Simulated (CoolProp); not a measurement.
Computed with CoolProp (reference Helmholtz-energy equation of state, Gao 2016).

Task: For sulfur dioxide, give the phase and the cv (kJ/(kg K)), speed of sound (m/s) at 193.65 °C and 1.66 bar; 232.45 °C and 1.66 bar.

Result: 
- 193.65 °C and 1.66 bar: gas; cv 0.584, speed of sound 271
- 232.45 °C and 1.66 bar: gas; cv 0.601, speed of sound 282
